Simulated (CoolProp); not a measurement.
m-xylene at several states: density (kg/m³) from the reference equation and from simpler models built on Tc = 616.9 K, pc = 3.535 MPa, ω = 0.326; each cubic takes its own stable root.

Computed with CoolProp (reference Helmholtz-energy equation of state, Zhou 2012).

| T (K) | p (MPa) | phase | reference |
|---|---|---|---|
| 348.8 | 2.25 | liquid | 817.5 |
| 387.7 | 0.595 | liquid | 779.9 |
| 286.9 | 0.0486 | liquid | 869.5 |
| 244.7 | 0.354 | liquid | 905.2 |
| 613.6 | 1.17 | gas | 28.11 |
| 476.7 | 0.53 | liquid | 686.0 |

Q: How far does each simpler model (van der Waals, Redlich-Kwong, Soave-Redlich-Kwong, Peng-Robinson) lie from the reference over these 6 states: mean and median of the absolute difference, and the worst?

A: 
- van der Waals: mean 55.1 %, median 43.7 %, worst -99.7 % at 286.9 K and 0.0486 MPa
- Redlich-Kwong: mean 27.4 %, median 16.5 %, worst -97.7 % at 476.7 K and 0.53 MPa
- Soave-Redlich-Kwong: mean 11.8 %, median 13.7 %, worst -15.2 % at 244.7 K and 0.354 MPa
- Peng-Robinson: mean 2.6 %, median 2.5 %, worst -4.9 % at 244.7 K and 0.354 MPa

At some of these states van der Waals, Redlich-Kwong gives the other phase, because its saturation line lies elsewhere.
